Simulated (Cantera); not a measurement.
Charge: 1 mol C2H4, 0.099 mol NH3, 0.51 mol H2, at 260000 Pa.

Cantera equilibrium calculation (NASA polynomials, part measured and part estimated; ideal gas, pure solids and liquids). Candidate condensed phases: C, C6H6, C7H8, C8H18; 92 gas species. Equilibrium is a limit: real reactors are often held back by kinetics, nucleation or transport.

**Question.** At 1673 K, list the 6 most abundant gas species with their mole fractions, and the condensed phases.

**Answer.** H2 0.978, N2 0.0181, CH4 0.00302, HCN 0.000420, H 6.99e-5, C2H2 (acetylene) 5.57e-5. Condensed: C(graphite).
